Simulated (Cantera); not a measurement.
Charge: 1 mol BN, 1.5 mol H2, 5 mol F2, equilibrated at 1100 K and 21.0 Pa.

These are equilibrium values from Cantera (NASA tables, ideal gas, pure condensed phases), not measurements of a reactor. Candidate condensed phases: B, BN; 31 gas species. Equilibrium is a limit: real reactors are often held back by kinetics, nucleation or transport.

Base state: F 0.469, HF 0.353, BF3 0.118, N2 0.0589, F2 0.000790 (mole fractions); condensed: gas only.

Q: What changes in the equilibrium state with this change: temperature from 1100 K to 800 K?

A: 
```tsv
species	before	after
HF	0.353	0.409
F	0.469	0.228
F2	0.000790	0.158
BF3	0.118	0.136
N2	0.0589	0.0681
NF3	<1e-9	7.00e-5
```
